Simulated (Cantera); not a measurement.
Feed: 1 mol Ta(OEt)5, 0.055 mol O2, held at 2400 K and 0.0100 bar.

Cantera equilibrium calculation (NASA polynomials, part measured and part estimated; ideal gas, pure solids and liquids). Candidate condensed phases: C, C6H6, C7H8, C8H18, H2O, Ta, TaC, Ta2O5; 113 gas species. The feed counts by its element totals alone. TaC: taken at fixed stoichiometry. Condensed phases not in the tables: Ta2C. Rates play no part.

Base state: H2 0.600, CO 0.272, H 0.123, C2H2 (acetylene) 0.00418, C2H 4.94e-5, C4H2 1.20e-5 (mole fractions); condensed: C(graphite) + TaC(s).

**Question.** What changes in the equilibrium state with this change: pressure from 0.0100 bar to 0.210 bar?

**Answer.** 
| species | before | after |
|---|---|---|
| H2 | 0.600 | 0.681 |
| CO | 0.272 | 0.286 |
| H | 0.123 | 0.0286 |
| CH4 | 6.40e-7 | 1.73e-5 |
| CH3 | 2.42e-6 | 1.34e-5 |
| C2H | 4.94e-5 | 1.15e-5 |
| C(graphite), mol | 3.73 | 3.72 |
| TaC(s), mol | 1.00 | 1.00 |

**Question.** What changes in the equilibrium state with this change: pressure from 0.0100 bar to 0.0390 bar?

**Answer.** 
```csv
species,before,after
H2,0.600,0.650
CO,0.272,0.281
H,0.123,0.0649
C2H,4.94e-5,2.60e-5
C4H2,1.20e-5,1.30e-5
C2H2 (acetylene),0.00418,0.00453
"C(graphite), mol",3.73,3.72
"TaC(s), mol",1.00,1.00
```
